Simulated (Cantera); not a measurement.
A freely propagating, adiabatic, planar premixed flame of H2 : O2 : N2 = 1.3 : 0.649 : 2.66 (molar parts), equivalence ratio 1.0, unburnt at 623 K and 760 Torr; mixture-averaged transport, grid criteria slope 0.08 and curve 0.16, no radiation.

Cantera simulation using the H2/O2 subset of GRI-Mech 3.0, which has no nitrogen chemistry; the numbers are that mechanism's predictions, not measurements. Burning velocities carry a grid error of a few per cent, more on coarse grids.

x: mole fraction of selected species; z is measured from the peak of heat release.

```csv
z (mm),T (K),u (m/s),x H2,x O2,x O,x H2O,x OH,x HO2
-1.46,623,7.42,0.282,0.141,<1e-8,<1e-8,<1e-8,<1e-8
-0.973,623,7.42,0.282,0.141,<1e-8,<1e-8,<1e-8,<1e-8
-0.730,623,7.42,0.282,0.141,<1e-8,<1e-8,<1e-8,<1e-8
-0.486,623,7.42,0.282,0.141,<1e-8,5.28e-8,<1e-8,2.66e-7
-0.243,633,7.51,0.279,0.141,5.67e-6,0.000425,2.94e-5,0.000182
-0.122,804,9.36,0.251,0.137,0.000288,0.0154,0.000694,0.000193
0,1238,13.9,0.147,0.0980,0.00557,0.100,0.00375,8.36e-5
0.122,1556,17.3,0.0621,0.0434,0.0121,0.196,0.0102,3.33e-5
0.243,1705,18.8,0.0472,0.0299,0.0126,0.220,0.0135,2.02e-5
0.486,1862,20.3,0.0449,0.0251,0.0110,0.232,0.0159,1.40e-5
0.973,2023,21.8,0.0423,…,…,0.244,0.0171,…
1.95,2175,23.1,…,…,…,0.258,0.0170,…
3.89,2306,24.3,0.0314,0.0138,0.00375,0.272,0.0155,4.06e-6
```

Task: Complete the blanks.

Result: 
- 0.973, x O2: 0.0213
- 0.973, x O: 0.00845
- 0.973, x HO2: 9.57e-6
- 1.95, x H2: 0.0375
- 1.95, x O2: 0.0174
- 1.95, x O: 0.00590
- 1.95, x HO2: 6.24e-6
